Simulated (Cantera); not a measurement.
Charge: 1 mol C2F6, 1.7 mol HCl, 3.6 mol H2, at 2075 °C and 630 Torr.

Equilibrium computed with Cantera from the NASA thermochemical tables; the gas is ideal and each condensed phase is pure. Candidate condensed phases: C, C6H6, C7H8, C8H18; 118 gas species. The feed counts by its element totals alone. Rates play no part.

Base state: HF 0.719, HCl 0.197, H2 0.0732, Cl 0.00702, H 0.00365, C2H2 (acetylene) 0.000400, F 4.91e-5 (mole fractions); condensed: C(graphite).

Task: What changes in the equilibrium state with this change: pressure from 630 Torr to 39.8 Torr?

Result: 
| species | before | after |
|---|---|---|
| HF | 0.719 | 0.708 |
| HCl | 0.197 | 0.176 |
| H2 | 0.0732 | 0.0755 |
| Cl | 0.00702 | 0.0246 |
| H | 0.00365 | 0.0147 |
| F | 4.91e-5 | 0.000190 |
| C2H2 (acetylene) | 0.000400 | 0.000413 |
| C(graphite), mol | 1.99 | 1.99 |

Task: What changes in the equilibrium state with this change: C2F6 replaced by CF4?

Result: 
```json
[
 {"species": "HF", "before": "0.719", "after": "0.545"},
 {"species": "HCl", "before": "0.197", "after": "0.227"},
 {"species": "H2", "before": "0.0732", "after": "0.216"},
 {"species": "C2H2 (acetylene)", "before": "0.000400", "after": "0.00118"},
 {"species": "F", "before": "4.91e-5", "after": "2.17e-5"},
 {"species": "H", "before": "0.00365", "after": "0.00626"},
 {"species": "Cl", "before": "0.00702", "after": "0.00471"},
 {"species": "C(graphite), mol", "before": "1.99", "after": "0.982"}
]
```
